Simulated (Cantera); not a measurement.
A Cantera script and what it prints.

```python
import numpy as np
import cantera as ct

gas_names = """
    Fe H H2 H2S S SH S2 S8
""".split()
cond_names = """
    Fe(a) Fe(c) Fe(d) Fe(L) FeS(a) FeS(b) FeS(c) FeS(L) FeS2(s) S(cr1) S(cr2) S(L)
""".split()


def load(file, names, dense=False):
    # The tables refer to 1 bar. Condensed volumes are neglected.
    table = {s.name: s for s in ct.Species.list_from_file(file)}
    out = []
    for n in names:
        d = dict(table[n].input_data)
        d["thermo"] = dict(d["thermo"], **{"reference-pressure": 1e5})
        if dense:
            d["equation-of-state"] = {"model": "constant-volume", "density": "1e6 g/cm^3"}
        out.append(ct.Species.from_dict(d))
    return out


gas = ct.Solution(thermo="ideal-gas", species=load("nasa_gas.yaml", gas_names))
cond = {s.name: ct.Solution(thermo="fixed-stoichiometry", species=[s], name=s.name)
        for s in load("nasa_condensed.yaml", cond_names, dense=True)}
atoms = {
    'Fe': {'Fe': 1},
    'H2S': {'H': 2, 'S': 1},
    'H2': {'H': 2},
}
top_T = {'FeS2(s)': 1010}  # K; cautious upper limits of use, not melting points


def equilibrate(T, P, feed):
    n = {}
    for name, mol in feed.items():
        for a, k in atoms[name].items():
            n[a] = n.get(a, 0.0) + k * mol
    gas.TPX = T, P, n
    mass = sum(n.values()) * gas.mean_molecular_weight
    gas.equilibrate("TP")
    valid = [c for c in cond.values() if c.min_temp <= T <= top_T.get(c.name, c.max_temp)]
    mix = ct.Mixture([(gas, mass / gas.mean_molecular_weight)] + [(c, 0.0) for c in valid])
    mix.T, mix.P = T, P
    mix.equilibrate("TP", solver="vcs", rtol=1e-11, max_steps=5000)
    return mix


results = []
feed = {'Fe': 1, 'H2S': 2.2, 'H2': 2.5}  # mol
T = 1650  # K
P = 10000  # Pa
mix = equilibrate(T, P, feed)
results.append((T, P, feed, dict(zip(mix.species_names, mix.species_moles))))
x = sorted(zip(gas.X, gas.species_names), reverse=True)
print(f"T = {T:g} K  P = {P:g} Pa  gas = {mix.phase_moles(0):.4g} mol")
print("   x: " + "  ".join(f"{s} {v:.3e}" for v, s in x if v > 1e-05))
print("   condensed (mol): " + ("  ".join(f"{mix.phase(i).name} {mix.phase_moles(i):.4g}"
      for i in range(1, mix.n_phases) if mix.phase_moles(i) > 1e-12) or "none"))
```

Result:

```
T = 1650 K  P = 10000 Pa  gas = 5.008 mol
   x: H2 8.183e-01  H2S 1.171e-01  S2 5.816e-02  SH 6.069e-03  H 2.599e-04  S 1.512e-04
   condensed (mol): FeS(L) 1
```

These are equilibrium values from Cantera (NASA tables, ideal gas, pure condensed phases), not measurements of a reactor. FeS: taken at fixed stoichiometry.
